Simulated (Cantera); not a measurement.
Silicon oxide and oxynitride deposition: SiCl4 + O2 + H2

Feed: 1 mol SiCl4, 1.1 mol O2, a varied amount of H2, at 1775 K and 1.00 bar.

These are equilibrium values from Cantera (NASA tables, ideal gas, pure condensed phases), not measurements of a reactor. Candidate condensed phases: H2O, Si, SiO2; 30 gas species. The tables hold silica as quartz up to 1696 K and as liquid above; real silica turns to tridymite and cristobalite and melts near 1996 K. Gases not in the tables: Si(OH)4. The numbers say what is thermodynamically allowed, not how fast it happens.

From 0.37 mol H2 to 1.9 mol H2 the condensed part is SiO2(condensed).

```
n(H2) (mol)  log p HCl  log p Cl2  log p Cl  log p O2  log p H2O  log p ClO  log p OH  log p SiCl4  n SiO2(condensed)
-----------  ---------  ---------  --------  --------  ---------  ---------  --------  -----------  -----------------
0.37             -0.57      -0.30     -0.70     -1.44      -3.39      -3.17     -4.61        -4.01              1.000
0.54             -0.43      -0.38     -0.74     -1.47      -3.05      -3.22     -4.45        -4.14              1.000
0.71             -0.34      -0.47     -0.79     -1.50      -2.79      -3.28     -4.33        -4.28              1.000
0.88             -0.27      -0.56     -0.83     -1.53      -2.57      -3.34     -4.23        -4.43              1.000
1.1              -0.20      -0.69     -0.90     -1.57      -2.32      -3.42     -4.11        -4.65              1.000
1.2              -0.17      -0.75     -0.93     -1.60      -2.22      -3.47     -4.07        -4.76              1.000
1.4              -0.13      -0.91     -1.01     -1.65      -2.01      -3.57     -3.98        -5.01              1.000
1.6              -0.09      -1.09     -1.10     -1.74      -1.80      -3.71     -3.89        -5.29              1.000
1.7              -0.08      -1.21     -1.15     -1.81      -1.69      -3.80     -3.86        -5.44              1.000
1.9              -0.06      -1.49     -1.30     -2.07      -1.49      -4.08     -3.82        -5.76              1.000
```
log p: log10 of the partial pressure in bar; n: condensed amount in mol.
